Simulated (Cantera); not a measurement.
Mixture: 14.9 % CH₃OH, 12.4 % O₂, 69.6 % N₂, 3.13 % H₂O, equivalence ratio 1.8, at 1700000 Pa, adiabatic and at constant volume. Ignition delay is the time to a rise of 400 K.

Model: GRI-Mech 3.0 (53 species, 325 reactions), integrated in Cantera. GRI-Mech 3.0 was tuned for natural gas; its chemistry of methanol as a main component is partial and can be far from experiment. The pressure lies above the range GRI-Mech 3.0 was tuned for (to about 10 atm).

Predict: delay at 1275 K; delay at 1350 K; delay at 1425 K; delay at 1500 K; delay at 1575 K; apparent activation energy between 1425 and 1575 K.


```json
{
  "delay at 1275 K": "0.273 ms",
  "delay at 1350 K": "94.6 µs",
  "delay at 1425 K": "37.2 µs",
  "delay at 1500 K": "16.4 µs",
  "delay at 1575 K": "7.95 µs",
  "apparent activation energy between 1425 and 1575 K": "190 kJ/mol"
}
```
